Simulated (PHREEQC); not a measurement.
A column of 0.2 m (40 cells, dispersivity 0.016 m, 720 s a shift, diffusion coefficient 3e-10 m²/s) holds 0.045 eq of the database's cation exchanger X per kg of pore water, first in equilibrium with 95 mmol/kgw MgCl2 and 0.01 mmol/kgw HCl. It is flushed with 5.7 mmol/kgw ZnCl2, 16 mmol/kgw BaCl2 and 0.01 mmol/kgw HCl, at 15 °C. Values are for the last cell. CO2 from the air is kept out. Nothing may precipitate in this run.

The numbers come from PHREEQC with the ion-association model, phreeqc.dat.

### Question
Predict Mg in solution (mol/kgw), MgX2 on the exchanger (mol/kgw) at pore volumes = 3.013, 3.312, 4.213, 4.812.

### Answer
| pore volumes | Mg in solution (mol/kgw) | MgX2 on the exchanger (mol/kgw) |
|---|---|---|
| 3.013 | 0.00185 | 0.000994 |
| 3.312 | 0.000978 | 0.000515 |
| 4.213 | 0.000139 | 7.19e-5 |
| 4.812 | 3.76e-5 | 1.94e-5 |

Species that the database lacks are ignored.
